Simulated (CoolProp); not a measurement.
Values from CoolProp's reference Helmholtz-energy equation of state, Lemmon 2006. It is a short technical equation, of lower accuracy than the large ones.

### Question
For toluene, give the phase and the Z, cv (kJ/(kg K)), Joule-Thomson coefficient (K/MPa), isothermal compressibility (1/MPa) at 452.4 K and 0.731 MPa; 543.8 K and 0.731 MPa; 589.5 K and 0.731 MPa.

### Answer
- 452.4 K and 0.731 MPa: liquid; Z 0.0255, cv 1.74, Joule-Thomson coefficient -0.124, isothermal compressibility 0.00376
- 543.8 K and 0.731 MPa: gas; Z 0.908, cv 1.92, Joule-Thomson coefficient 11.1, isothermal compressibility 1.52
- 589.5 K and 0.731 MPa: gas; Z 0.931, cv 2.03, Joule-Thomson coefficient 8.26, isothermal compressibility 1.47
